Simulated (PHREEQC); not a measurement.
A solution holds 5.4 mmol/kgw HF, 0.38 mmol/kgw NH4HF2, 0.42 mmol/kgw H4SiO4 and 0.073 mmol/kgw H3PO4, at 25 °C. Closed to the air; pH follows from the charge balance.

Model: ion-association model, phreeqc.dat, run in PHREEQC.

**Question.** The ionic strength comes out as 0.00243 mol/kgw. What activity coefficients do H2PO4-, F-, HF2-, SiF6-2, H+ get?

**Answer.** H2PO4- 0.95, F- 0.95, HF2- 0.95, SiF6-2 0.81, H+ 0.95.

No solid was allowed to form. SiF6-2 is the database's only silicon fluoride.
